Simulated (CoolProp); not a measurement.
Vapour-liquid equilibrium of carbon dioxide (1) + propylene (2) at 261.3 K; x and y are mole fractions of (1).

Computed with CoolProp (multi-fluid Helmholtz-energy mixture model, Span 1996 and Lemmon 2013; pair parameters Bell 2016).

```csv
x,"bubble pressure, mixture model (kPa)","bubble pressure, Raoult's law (kPa)","y, mixture model","y, Raoult's law"
0.05,574.2,508.5,0.305,0.247
0.125,814.9,666.7,0.524,0.471
0.2,1033,824.8,?,0.609
0.275,?,983.0,0.707,0.703
0.35,1401,1141,0.755,0.770
0.425,1555,1299,0.790,0.822
0.5,1694,1457,0.819,0.862
0.575,1822,1616,0.845,0.894
0.65,?,1774,0.868,0.920
0.725,2063,1932,0.892,0.943
0.8,2182,2090,0.916,0.961
0.875,2303,2248,0.944,0.978
0.95,2427,2406,0.976,0.992
```

Some entries are withheld; supply them.


- 0.2, y, mixture model: 0.637
- 0.275, bubble pressure, mixture model (kPa): 1228
- 0.65, bubble pressure, mixture model (kPa): 1944

The largest gap from Raoult's law is +25.2 % in bubble pressure, at x = 0.2. No azeotrope shows between x = 0.05 and 0.95.

Pair parameters are fitted to limited data, so mixtures are less certain than the pure fluids.
